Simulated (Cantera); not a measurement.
# Thermodynamics of abatement and gas-phase synthesis, feed HF + SO2 + O2

Input: 1 mol HF, 0.75 mol SO2, 0.94 mol O2, equilibrated at 0.100 bar.

Cantera equilibrium calculation (NASA polynomials, part measured and part estimated; ideal gas, pure solids and liquids). Candidate condensed phases: H2O, H2SO4, S; 43 gas species. Equilibrium is a limit: real reactors are often held back by kinetics, nucleation or transport.

```json
[
 {"T (K)": "2473", "log p HF": "-1.45", "log p O2": "-1.48", "log p O": "-2.64", "log p SO2": "-1.57", "log p SO": "-3.16", "log p F": "-3.14", "log p H": "-4.32", "log p S": "-5.34", "log p OH": "-3.47"},
 {"T (K)": "2548", "log p HF": "-1.45", "log p O2": "-1.49", "log p O": "-2.48", "log p SO2": "-1.58", "log p SO": "-2.98", "log p F": "-3.03", "log p H": "-4.07", "log p S": "-4.98", "log p OH": "-3.34"},
 {"T (K)": "2623", "log p HF": "-1.46", "log p O2": "-1.50", "log p O": "-2.34", "log p SO2": "-1.60", "log p SO": "-2.81", "log p F": "-2.93", "log p H": "-3.83", "log p S": "-4.64", "log p OH": "-3.23"},
 {"T (K)": "2698", "log p HF": "-1.47", "log p O2": "-1.51", "log p O": "-2.20", "log p SO2": "-1.62", "log p SO": "-2.65", "log p F": "-2.83", "log p H": "-3.61", "log p S": "-4.32", "log p OH": "-3.12"},
 {"T (K)": "2773", "log p HF": "-1.48", "log p O2": "-1.53", "log p O": "-2.08", "log p SO2": "-1.64", "log p SO": "-2.51", "log p F": "-2.73", "log p H": "-3.41", "log p S": "-4.03", "log p OH": "-3.03"},
 {"T (K)": "2848", "log p HF": "-1.50", "log p O2": "-1.55", "log p O": "-1.96", "log p SO2": "-1.68", "log p SO": "-2.38", "log p F": "-2.64", "log p H": "-3.22", "log p S": "-3.75", "log p OH": "-2.95"},
 {"T (K)": "2923", "log p HF": "-1.52", "log p O2": "-1.58", "log p O": "-1.86", "log p SO2": "-1.72", "log p SO": "-2.27", "log p F": "-2.56", "log p H": "-3.05", "log p S": "-3.49", "log p OH": "-2.88"},
 {"T (K)": "2998", "log p HF": "-1.55", "log p O2": "-1.62", "log p O": "-1.76", "log p SO2": "-1.78", "log p SO": "-2.18", "log p F": "-2.47", "log p H": "-2.89", "log p S": "-3.26", "log p OH": "-2.83"},
 {"T (K)": "3073", "log p HF": "-1.58", "log p O2": "-1.66", "log p O": "-1.67", "log p SO2": "-1.86", "log p SO": "-2.10", "log p F": "-2.40", "log p H": "-2.75", "log p S": "-3.04", "log p OH": "-2.79"},
 {"T (K)": "3148", "log p HF": "-1.62", "log p O2": "-1.71", "log p O": "-1.59", "log p SO2": "-1.95", "log p SO": "-2.05", "log p F": "-2.32", "log p H": "-2.62", "log p S": "-2.85", "log p OH": "-2.76"},
 {"T (K)": "3223", "log p HF": "-1.66", "log p O2": "-1.77", "log p O": "-1.52", "log p SO2": "-2.06", "log p SO": "-2.01", "log p F": "-2.26", "log p H": "-2.50", "log p S": "-2.68", "log p OH": "-2.75"}
]
```
log p: log10 of the partial pressure in bar; nothing condenses.

From 2473 K to 3223 K nothing is condensed.
